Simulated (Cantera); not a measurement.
An isothermal, constant-pressure homogeneous reactor starts with 67.1 % CH4, 32.9 % CO2, at 1700 K and 660 Torr.

Model: GRI-Mech 3.0 (53 species, 325 reactions), integrated in Cantera. GRI-Mech 3.0 stops at C3 and has no aromatics, soot or wall deposition, so with more carbon than oxygen in the feed, carbon stays in small species such as C2H2 where larger ones or solid carbon would form.

Task: Predict: x(CH4) at 2.00 s; x(CO2) at 2.00 s; x(HCO) at 2.00 s; x(CH2) at 2.00 s; x(H2O) at 2.00 s.

Result: 
```json
{
 "x(CH4) at 2.00 s": "0.0159 (gas-phase equilibrium 0.0135)",
 "x(CO2) at 2.00 s": "0.00287 (gas-phase equilibrium 3.17e-7)",
 "x(HCO) at 2.00 s": "2.63e-8 (gas-phase equilibrium 2.79e-8)",
 "x(CH2) at 2.00 s": "1.93e-8 (gas-phase equilibrium 1.24e-8)",
 "x(H2O) at 2.00 s": "0.0169 (gas-phase equilibrium 1.86e-6)"
}
```
